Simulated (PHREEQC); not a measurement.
A solution holds 0.38 mol Na2CO3 and 0.097 mol K2SO4 per kg of water, at 20 °C. Closed to the air; pH follows from the charge balance.

Computed with PHREEQC (Pitzer model, pitzer.dat).

| quantity | before | after |
|---|---|---|
| pH | 11.64 | 12.23 |
| ionic strength (mol/kgw) | 1.43 | 1.45 |

Task: What was changed between the two runs?
(A) Na2CO3 left out
(B) Na2CO3 from 0.38 to 0.038 mol/kgw
(C) temperature from 20 to 70 °C
(D) K2SO4 left out
(E) 0.016 mol/kgw NaOH added

Result: E, 0.016 mol/kgw NaOH added

No solid was allowed to form. In brines, pH and single-ion activities rest on the MacInnes convention.
